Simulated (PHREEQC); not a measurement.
Make-up at 25 °C: 0.0022 mol H2SO4, 0.00019 mol LiCl and 0.2 mol Na2SO4 per kg of water. Closed to the air; pH follows from the charge balance.

Equilibrium calculation in PHREEQC: ion-association model, wateq4f.dat.

Each row changes one thing in this solution. No solid was allowed to form.

| case | pH | ionic strength (mol/kgw) | Na+ (mol/kgw) | SO4-2 (mol/kgw) | NaSO4- (mol/kgw) | HSO4- (mol/kgw) | SI of Mirabilite (Na2SO4:10H2O) |
|---|---|---|---|---|---|---|---|
| as made | 3.11 | 0.493 | 0.347 | 0.145 | 0.0534 | 0.00339 | -1.67 |
| 0.0033 mol/kgw NaCl added | 3.11 | 0.496 | 0.350 | 0.145 | 0.0537 | 0.00338 | -1.66 |
| Na2SO4 from 0.2 to 0.1 mol/kgw | 2.98 | 0.262 | 0.181 | (withheld) | 0.0192 | (withheld) | -2.34 |
| LiCl left out | 3.11 | 0.493 | 0.347 | 0.145 | 0.0534 | 0.00339 | -1.67 |
| 0.022 mol/kgw HCl added | (withheld) | 0.490 | 0.351 | (withheld) | 0.0495 | (withheld) | -1.70 |

### Question
Some entries are withheld; supply them.

### Answer

- Na2SO4 from 0.2 to 0.1 mol/kgw, SO4-2 (mol/kgw): 0.0800
- Na2SO4 from 0.2 to 0.1 mol/kgw, HSO4- (mol/kgw): 0.00306
- 0.022 mol/kgw HCl added, pH: 2.30
- 0.022 mol/kgw HCl added, SO4-2 (mol/kgw): 0.133
- 0.022 mol/kgw HCl added, HSO4- (mol/kgw): 0.0199
